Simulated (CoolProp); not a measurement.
C2F6 (R116) at 355.22 K and 1.77 MPa flows at 9.7 m/s in a round tube of 6 mm bore and 45 µm roughness, fully developed (64/Re and Nu = 3.66 if laminar; Colebrook and Gnielinski if turbulent). Each further row changes one setting.

Values from CoolProp's reference Helmholtz-energy equation of state, Lemmon 2006. It is a short technical equation, of lower accuracy than the large ones.

```
case               Reynolds number  Darcy friction factor  pressure drop (Pa/m)  heat-transfer coefficient (W/(m² K))  mass flow (kg/h)
-----------------  ---------------  ---------------------  --------------------  ------------------------------------  ----------------
as stated                        …                      …                     …                                     …                 …
velocity 19.4 m/s           601000                 0.0346                 99900                                     …               182
diameter 12 mm              601000                      …                 10100                                  3160               364
```

Question: Complete the blanks.

Answer: 
- as stated, Reynolds number: 301000
- as stated, Darcy friction factor: 0.0347
- as stated, pressure drop (Pa/m): 25100
- as stated, heat-transfer coefficient (W/(m² K)): 3950
- as stated, mass flow (kg/h): 91.0
- velocity 19.4 m/s, heat-transfer coefficient (W/(m² K)): 7880
- diameter 12 mm, Darcy friction factor: 0.0281

Viscosity comes from a separate model (Huber 2003), an estimate that may be off by 10 % or more. Thermal conductivity comes from a separate model (Huber 2003), an estimate that may be off by 10 % or more.
